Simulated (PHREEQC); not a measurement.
Solution (25 °C): 0.057 mol/kgw H2SiF6 and 3.1e-05 mol/kgw K2HPO4. Closed to the air; pH follows from the charge balance.

Equilibrium calculation in PHREEQC: ion-association model, wateq4f.dat.

```
Quantity                 Result
----------------  -------------
pH                         1.05
ionic strength    0.166 mol/kgw
total alkalinity    -342 meq/kg
```

```
species  molality  activity   log γ
-------  --------  --------  ------
H+          0.111    0.0892  -0.094
SiF6-2     0.0554    0.0176  -0.498
HF        0.00892   0.00927   0.017
H4SiO4    0.00158   0.00164   0.017
H2F2     0.000216  0.000224   0.017
F-        9.60e-5   6.93e-5  -0.142
K+        6.20e-5   4.50e-5  -0.139
H3PO4     2.81e-5   2.92e-5   0.017
HF2-      3.41e-6   2.47e-6  -0.142
H2PO4-    2.93e-6   2.22e-6  -0.121
```

No solid was allowed to form. The solution is supersaturated, for example in Quartz (slow to form), Chalcedony (slow to form), so a real one may precipitate; this is no full list. Complexes and solids missing from the database can't appear. H3PO4, which wateq4f.dat lacks, is added to it with the constant of phreeqc.dat. SiF6-2 is the database's only silicon fluoride.
